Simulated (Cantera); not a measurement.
Adiabatic ignition

An adiabatic, constant-pressure homogeneous reactor starts with 12.4 % CO, 0.409 % H₂, 18.4 % O₂, 68.8 % N₂, at 1775 K and 0.470 bar.

Computed with Cantera and GRI-Mech 3.0 (53 species, 325 reactions).

```
t (s)     T (K)    x CO      x H₂   x O₂       x H    x H₂O₂    x HO₂
--------  -----  ------  --------  -----  --------  --------  -------
2.00e-6    1775   0.124   0.00409  0.184   6.06e-8  1.82e-11  6.78e-8
7.96e-6    1775   0.124   0.00409  0.184   3.80e-7  1.09e-10  2.18e-7
3.17e-5    1775   0.124   0.00405  0.183   1.33e-5  4.03e-10  6.55e-7
0.000126   1797   0.105  0.000117  0.163   0.00160   2.49e-8  3.31e-6
0.000502   1956  0.0562  0.000142  0.126   0.00394   1.34e-8  2.41e-6
0.00200    2229  0.0411  0.000143  0.130   0.00181   6.80e-9  1.31e-6
0.00796    2473  0.0229   8.73e-5  0.129  0.000497   4.35e-9  1.18e-6
0.0317     2508  0.0181   7.17e-5  0.123  0.000325   4.78e-9  1.35e-6
0.126      2505  0.0179   7.12e-5  0.122  0.000318   4.75e-9  1.33e-6
0.502      2505  0.0179   7.12e-5  0.122  0.000318   4.75e-9  1.33e-6
2.00       2505  0.0179   7.12e-5  0.122  0.000318   4.75e-9  1.33e-6
```
x: mole fraction; the columns are a selection and need not sum to one.

The time of steepest temperature rise is 0.215 ms and the temperature at 2.00 s is 2505 K. The equilibrium temperature is 2505 K and the x(CO) at 2.00 s comes out as 0.0179 (gas-phase equilibrium 0.0179). The x(H₂) at 2.00 s is 7.12e-5 (gas-phase equilibrium 7.12e-5). The x(O₂) at 2.00 s is 0.122 (gas-phase equilibrium 0.122).
